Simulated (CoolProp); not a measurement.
R141b along the isobar 38.2 bar: Z from the reference equation and from simpler models built on Tc = 477.5 K, pc = 42.12 bar, ω = 0.220; each cubic takes its own stable root.

Values from CoolProp's reference Helmholtz-energy equation of state, Lemmon 2006. It is a short technical equation, of lower accuracy than the large ones.

```
T (K)   phase  reference
-----  ------  ---------
251.9  liquid     0.1609
279.4  liquid     0.1507
307    liquid     0.1429
334.6  liquid     0.1372
362.1  liquid     0.1334
389.7  liquid     0.1317
417.3  liquid     0.1327
444.9  liquid     0.1388
472.4     gas     0.4768
500       gas     0.6632
```

Problem. How far does each simpler model (van der Waals, Redlich-Kwong, Soave-Redlich-Kwong, Peng-Robinson) lie from the reference over these 10 states: mean and median of the absolute difference, and the worst?

Solution. 
- van der Waals: mean 50.7 %, median 60.5 %, worst +63.3 % at 251.9 K and 38.2 bar
- Redlich-Kwong: mean 11.9 %, median 11.6 %, worst +21.9 % at 444.9 K and 38.2 bar
- Soave-Redlich-Kwong: mean 9.1 %, median 8.9 %, worst +17.4 % at 444.9 K and 38.2 bar
- Peng-Robinson: mean 2.9 %, median 3.3 %, worst +4.2 % at 444.9 K and 38.2 bar
